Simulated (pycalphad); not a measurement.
Source of the numbers: pycalphad with the COST 507 light-alloy database (1999); pressure 1 atm. These are 1990s assessments: newer ones move some temperatures and phases. Phase fractions are per mole of atoms.

Task: Give the equilibrium state of Si-3.85Sn (at.%) at 850 K.

Result: DIAMOND_A4, fraction 0.961, with <0.01 Sn at.%; LIQUID, fraction 0.039, with 99.93 Sn at.%.

DIAMOND_A4 is diamond (Si).
